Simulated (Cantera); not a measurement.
Mixture: CH4 : C2H6 : C3H8 : O2 : N2 = 1 : 0.085 : 0.059 : 4.32 : 12.1 (molar parts), at 0.430 bar, adiabatic and at constant pressure. Ignition delay is the time to a rise of 400 K.

Detailed kinetics in Cantera: GRI-Mech 3.0 (53 species, 325 reactions).

Task: Predict: delay at 1150 K; delay at 1225 K; delay at 1300 K; delay at 1375 K; delay at 1450 K; apparent activation energy between 1300 and 1450 K.

Result: 
```
Quantity                                                 Value
--------------------------------------------------  ----------
delay at 1150 K                                        14.3 ms
delay at 1225 K                                        4.73 ms
delay at 1300 K                                        1.76 ms
delay at 1375 K                                       0.750 ms
delay at 1450 K                                       0.365 ms
apparent activation energy between 1300 and 1450 K  160 kJ/mol
```
